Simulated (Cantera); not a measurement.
# Gas activation for diamond growth

An isothermal, constant-pressure homogeneous reactor starts with 2.67 % CH₄, 95.3 % H₂, 2.00 % CO₂, at 2125 K and 0.132 atm.

Cantera simulation using GRI-Mech 3.0 (53 species, 325 reactions); the numbers are that mechanism's predictions, not measurements.

```
t (s)        x CH₄   x H₂     x CO₂    x C₂H    x CO
--------  --------  -----  --------  -------  ------
0.000800    0.0192  0.938   0.00810  4.21e-7  0.0119
0.00200     0.0111  0.934  0.000805  1.47e-6  0.0193
0.00500    0.00480  0.937   8.05e-5  2.42e-6  0.0205
0.0125     0.00196  0.939   7.78e-5  2.84e-6  0.0217
0.0313     0.00117  0.941   7.34e-5  2.69e-6  0.0242
0.0783    0.000858  0.943   6.03e-5  2.17e-6  0.0283
0.196     0.000531  0.946   3.65e-5  1.56e-6  0.0330
0.490     0.000268  0.948   1.31e-5  1.10e-6  0.0364
1.23      0.000107  0.949   1.77e-6  9.20e-7  0.0379
3.06       5.34e-5  0.949   2.20e-8  8.99e-7  0.0381
7.67       5.22e-5  0.949   1.98e-9  8.98e-7  0.0381
19.2       5.22e-5  0.949   1.98e-9  8.98e-7  0.0381
48.0       5.22e-5  0.949   1.98e-9  8.98e-7  0.0381
120        5.22e-5  0.949   1.98e-9  8.98e-7  0.0381
300        5.22e-5  0.949   1.98e-9  8.98e-7  0.0381
```
x: mole fraction; the columns are a selection and need not sum to one.

Equilibrium at this temperature and pressure: CH₄ 5.22e-5, H₂ 0.949, CO₂ 1.99e-9, C₂H 8.98e-7, CO 0.0381 (gas phase only).
